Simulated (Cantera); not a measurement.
Cantera run:

```python
import numpy as np
import cantera as ct

gas_names = """
    CF2 CF3
""".split()
cond_names = """
    CuF2(s) CuF2(L) Cu(cr) Cu(L)
""".split()


# ... load() reads the species with a 1 bar reference pressure and builds the phases ...
species = {s.name: s for s in load("nasa_gas.yaml", gas_names) + load("nasa_condensed.yaml", cond_names)}
# Each term lists the table entries of one substance; the one whose range holds T is used.
reactions = {
    'CuF2 + 2 CF2(g) = Cu + 2 CF3(g)':
        [(-1, ['CuF2(s)', 'CuF2(L)']), (-2, ['CF2']), (1, ['Cu(cr)', 'Cu(L)']), (2, ['CF3'])],
}


def pick(names, T):
    return next(species[n] for n in names if species[n].thermo.min_temp <= T <= species[n].thermo.max_temp)


results = []
for label, terms in reactions.items():
    print(label)
    print("     T/K   dH/kJ  dS/(J/K)   dG/kJ   log10 K")
    for T in [300, 1000, 1150, 1300, 1450, 1600, 1750, 1900, 2050, 2200, 2350]:
        used = [(nu, pick(names, T)) for nu, names in terms]
        dH = sum(nu * s.thermo.h(T) for nu, s in used) / 1e6
        dS = sum(nu * s.thermo.s(T) for nu, s in used) / 1e3
        dG = dH - T * dS / 1e3
        logK = -dG * 1e6 / (ct.gas_constant * T * np.log(10))
        results.append((label, T, dH, dS, dG, logK, [s.name for _, s in used]))
        print(f"{T:8g} {dH:8.1f} {dS:8.1f} {dG:8.1f} {logK:8.2f}")
```

It prints:

```
CuF2 + 2 CF2(g) = Cu + 2 CF3(g)
     T/K   dH/kJ  dS/(J/K)   dG/kJ   log10 K
     300    -37.7      4.1    -38.9     6.78
    1000    -50.3    -17.7    -32.6     1.70
    1150   -108.4    -70.2    -27.7     1.26
    1300   -112.0    -73.1    -16.9     0.68
    1450   -102.0    -65.8     -6.6     0.24
    1600   -105.1    -67.8      3.4    -0.11
    1750   -108.0    -69.6     13.7    -0.41
    1900   -111.0    -71.2     24.2    -0.67
    2050   -113.8    -72.6     35.0    -0.89
    2200   -116.7    -74.0     46.0    -1.09
    2350   -119.5    -75.2     57.2    -1.27
```

Source: NASA polynomial tables (part measured, part estimated), evaluated in Cantera. Condensed species are held in their standard states even where they would react or evaporate.
